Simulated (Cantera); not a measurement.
Charge: 1 mol Zr, 13 mol H2O, 14 mol H2, equilibrated at 75.0 Torr.

Method: chemical equilibrium by Gibbs-energy minimisation in Cantera with the NASA 1993 tables (ideal gas, pure condensed phases). Candidate condensed phases: H2O, Zr, ZrO2; 12 gas species. The numbers say what is thermodynamically allowed, not how fast it happens.

Which condensed phases are stable at each of these points (T (K)): 1250, 1325, 1400, 1475, 1550, 1625, 1700, 1775, 1850, 1925, 2000, 2075, 2150?


```
T (K)  condensed phases  Zr condensed (%)
-----  ----------------  ----------------
1250   ZrO2(monoclinic)             100.0
1325   ZrO2(monoclinic)             100.0
1400   ZrO2(monoclinic)             100.0
1475   ZrO2(monoclinic)             100.0
1550   ZrO2(tetragonal)             100.0
1625   ZrO2(tetragonal)             100.0
1700   ZrO2(tetragonal)             100.0
1775   ZrO2(tetragonal)             100.0
1850   ZrO2(tetragonal)             100.0
1925   ZrO2(tetragonal)             100.0
2000   ZrO2(tetragonal)             100.0
2075   ZrO2(tetragonal)             100.0
2150   ZrO2(tetragonal)             100.0
```

From 1250 K to 1475 K the condensed part is ZrO2(monoclinic). From 1550 K to 2150 K the condensed part is ZrO2(tetragonal).
